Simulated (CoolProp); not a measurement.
Vapour-liquid equilibrium of propylene (1) + propane (2) at 2.51 MPa; x and y are mole fractions of (1).

Computed with CoolProp (multi-fluid Helmholtz-energy mixture model, Lemmon 2013 and Lemmon 2009; pair parameters Bell 2016).

```json
[
 {"x": "0.05", "bubble temperature (°C)": "67.8", "y at the bubble point": "0.056", "dew temperature at overall composition x (°C)": "67.9", "liquid density (mol/L)": "9.296"},
 {"x": "0.2", "bubble temperature (°C)": "66.0", "y at the bubble point": "0.220", "dew temperature at overall composition x (°C)": "66.2", "liquid density (mol/L)": "9.450"},
 {"x": "0.35", "bubble temperature (°C)": "64.4", "y at the bubble point": "0.375", "dew temperature at overall composition x (°C)": "64.7", "liquid density (mol/L)": "9.606"},
 {"x": "0.5", "bubble temperature (°C)": "63.0", "y at the bubble point": "0.525", "dew temperature at overall composition x (°C)": "63.2", "liquid density (mol/L)": "9.764"},
 {"x": "0.65", "bubble temperature (°C)": "61.8", "y at the bubble point": "0.670", "dew temperature at overall composition x (°C)": "62.0", "liquid density (mol/L)": "9.927"},
 {"x": "0.8", "bubble temperature (°C)": "60.8", "y at the bubble point": "0.812", "dew temperature at overall composition x (°C)": "60.8", "liquid density (mol/L)": "10.10"},
 {"x": "0.95", "bubble temperature (°C)": "59.9", "y at the bubble point": "0.953", "dew temperature at overall composition x (°C)": "59.9", "liquid density (mol/L)": "10.27"}
]
```

No azeotrope shows between x = 0.05 and 0.95.

The pair parameters rest on a limited set of measurements; away from them the model extrapolates.
